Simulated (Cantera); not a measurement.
A closed system holds: 1 mol MgCO₃, 0.0079 mol C, a varied amount of O₂, at 1375 °C and 75.0 Torr.

Equilibrium computed with Cantera from the NASA thermochemical tables; the gas is ideal and each condensed phase is pure. Candidate condensed phases: C, Mg, MgCO₃, MgO; 15 gas species. The numbers say what is thermodynamically allowed, not how fast it happens.

x: gas mole fraction; n: condensed amount in mol.

| n(O₂) (mol) | x CO₂ | x O₂ | x CO | x O | x O₃ | n MgO(s) |
|---|---|---|---|---|---|---|
| 0.016 | 0.990 | 0.00859 | … | 7.42e-6 | 2.23e-12 | 1.00 |
| 0.029 | 0.978 | 0.0209 | … | 1.16e-5 | 8.45e-12 | 1.00 |
| 0.055 | 0.955 | 0.0449 | … | 1.70e-5 | 2.66e-11 | 1.00 |
| 0.1 | 0.916 | 0.0839 | … | 2.32e-5 | 6.80e-11 | 1.00 |
| 0.19 | 0.847 | 0.153 | … | 3.13e-5 | 1.68e-10 | 1.00 |
| 0.37 | 0.735 | 0.264 | … | 4.12e-5 | 3.81e-10 | 1.00 |
| 0.69 | 0.596 | 0.404 | … | 5.09e-5 | 7.18e-10 | 1.00 |
| 1.3 | 0.438 | 0.562 | … | 6.00e-5 | 1.18e-9 | 1.00 |
| 2.4 | 0.296 | 0.704 | … | 6.72e-5 | 1.65e-9 | 1.00 |
| 4.6 | 0.180 | 0.820 | … | 7.25e-5 | 2.08e-9 | 1.00 |
| 8.6 | 0.105 | 0.895 | … | 7.57e-5 | 2.37e-9 | 1.00 |

Question: Fill in the missing entries.

Answer: 
- 0.016, x CO: 0.00124
- 0.029, x CO: 0.000788
- 0.055, x CO: 0.000524
- 0.1, x CO: 0.000368
- 0.19, x CO: 0.000252
- 0.37, x CO: 0.000166
- 0.69, x CO: 0.000109
- 1.3, x CO: 6.80e-5
- 2.4, x CO: 4.11e-5
- 4.6, x CO: 2.31e-5
- 8.6, x CO: 1.29e-5
